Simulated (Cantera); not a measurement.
What does this Cantera script print?

```python
import numpy as np
import cantera as ct

gas = ct.Solution("gri30.yaml")
gas.TPX = 725, 100000, {'CH4': 1, 'O2': 3.64, 'N2': 13.7}
inlet = ct.Reservoir(gas, clone=True)
gas.equilibrate("HP")  # start burning
reactor = ct.IdealGasConstPressureReactor(gas, energy="on", clone=False)
exhaust = ct.Reservoir(gas, clone=True)
tau = [0.13, 0.045, 0.016, 0.0055, 0.002, 0.00069, 0.00024, 8.6e-05, 3e-05, 1.1e-05][0]
for a, b in ((inlet, reactor), (reactor, exhaust)):
    ct.MassFlowController(a, b, mdot=lambda t: reactor.mass / tau)
net = ct.ReactorNet([reactor])
show = ['CH4', 'O2', 'CO', 'H2O', 'NO', 'CO2', 'H2']

rows = []
print(f"{'tau/s':>10s}{'T/K':>9s}" + "".join(f"{s:>11s}" for s in show))
for tau in [0.13, 0.045, 0.016, 0.0055, 0.002, 0.00069, 0.00024, 8.6e-05, 3e-05, 1.1e-05]:
    net.initial_time = 0.0
    net.advance(30 * tau)
    before = gas.X
    net.advance(40 * tau)
    drift = np.max(np.abs(gas.X - before) / (gas.X + 1e-9))
    rows.append([gas.T, *gas[show].X, drift])
    print(f"{tau:10.3e}{gas.T:9.1f}" + "".join(f"{x:11.3e}" for x in gas[show].X))
```

It prints:

```
     tau/s      T/K        CH4         O2         CO        H2O         NO        CO2         H2
 1.300e-01   1908.0  5.313e-06  8.907e-02  3.012e-04  1.081e-01  7.132e-05  5.418e-02  1.062e-04
 4.500e-02   1902.7  1.120e-05  8.906e-02  5.554e-04  1.077e-01  4.498e-05  5.390e-02  1.824e-04
 1.600e-02   1892.9  2.195e-05  8.909e-02  1.058e-03  1.071e-01  3.156e-05  5.334e-02  3.345e-04
 5.500e-03   1874.8  4.348e-05  8.926e-02  2.062e-03  1.061e-01  2.190e-05  5.224e-02  6.316e-04
 2.000e-03   1845.5  8.511e-05  8.974e-02  3.795e-03  1.047e-01  1.531e-05  5.035e-02  1.115e-03
 6.900e-04   1795.9  1.857e-04  9.106e-02  7.021e-03  1.026e-01  1.062e-05  4.680e-02  1.892e-03
 2.400e-04   1719.6  4.783e-04  9.447e-02  1.293e-02  9.967e-02  6.605e-06  4.026e-02  2.932e-03
 8.600e-05   1580.2  2.346e-03  1.068e-01  2.590e-02  9.379e-02  1.734e-06  2.470e-02  4.880e-03
 3.000e-05    725.0  5.453e-02  1.985e-01 -1.795e-15 -5.895e-15 -8.139e-20 -1.356e-15 -5.807e-16
 1.100e-05    725.0  5.453e-02  1.985e-01 -8.267e-17 -2.715e-16 -3.749e-21 -6.248e-17 -2.675e-17
```

Detailed kinetics in Cantera: GRI-Mech 3.0 (53 species, 325 reactions).
